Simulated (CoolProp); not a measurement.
A simple Rankine cycle with water: condensing at 298.15 K, boiler at 1.57 MPa, turbine inlet 488.7 K, turbine efficiency 0.8, pump efficiency 0.7, no recuperator. Each further row changes one setting.

Model: reference Helmholtz-energy equation of state, Wagner 2002, in CoolProp.

```
case                             thermal efficiency (%)  net work (kJ/kg)  heat in (kJ/kg)  turbine exit temperature (K)  volume ratio over the turbine
-------------------------------  ----------------------  ----------------  ---------------  ----------------------------  -----------------------------
as stated                                          26.2               715             2730                         298.1                            270
turbine inlet 508.7 K                              26.3               732             2780                         298.1                            260
condensing temperature 290.15 K                    27.3               755             2760                         290.1                            426
boiler pressure 1.1 MPa                            25.0               687             2750                         298.1                            189
turbine efficiency 0.7                             22.9               626             2730                         298.1                            282
```

The expansion ends wet for: as stated; turbine inlet 508.7 K; condensing temperature 290.15 K; boiler pressure 1.1 MPa; turbine efficiency 0.7.
